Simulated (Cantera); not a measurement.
An isothermal, constant-pressure homogeneous reactor starts with H2 : O2 : N2 = 1.3 : 1 : 11 (molar parts), at 1350 K and 413 Torr.

Model: the H2/O2 subset of GRI-Mech 3.0, which has no nitrogen chemistry, integrated in Cantera. The temperature is held fixed by assumption; the heat of reaction is taken as removed at once.

x: mole fraction; the columns are a selection and need not sum to one.

```
t (s)         x H2    x O2    x HO2       x O   x H2O      x OH
--------  --------  ------  -------  --------  ------  --------
0.000200   0.00903  0.0322  1.01e-5   0.00670  0.0800   0.00323
0.000479   0.00360  0.0288  8.95e-6   0.00201  0.0957   0.00188
0.00115   0.000776  0.0277  6.03e-6  0.000380   0.101  0.000815
0.00275   0.000123  0.0276  2.08e-6   5.80e-5   0.102  0.000318
0.00660    2.18e-5  0.0276  4.96e-7   1.08e-5   0.103  0.000139
0.0158           ?  0.0277        ?         ?   0.103         ?
0.0379     1.57e-6  0.0277  4.34e-8   8.77e-7   0.103   3.97e-5
0.0909     5.77e-7  0.0277  1.90e-8   3.30e-7   0.103   2.43e-5
0.218      2.66e-7  0.0277  1.26e-8   1.52e-7   0.103   1.65e-5
0.522      1.81e-7  0.0277  1.14e-8   1.01e-7   0.103   1.35e-5
1.25       1.71e-7  0.0277  1.13e-8   9.53e-8   0.103   1.30e-5
3.00       1.71e-7  0.0277  1.13e-8   9.52e-8   0.103   1.30e-5
```

**Question.** What belongs in the gaps?

**Answer.** 
- 0.0158, x H2: 5.15e-6
- 0.0158, x HO2: 1.32e-7
- 0.0158, x O: 2.75e-6
- 0.0158, x OH: 7.02e-5
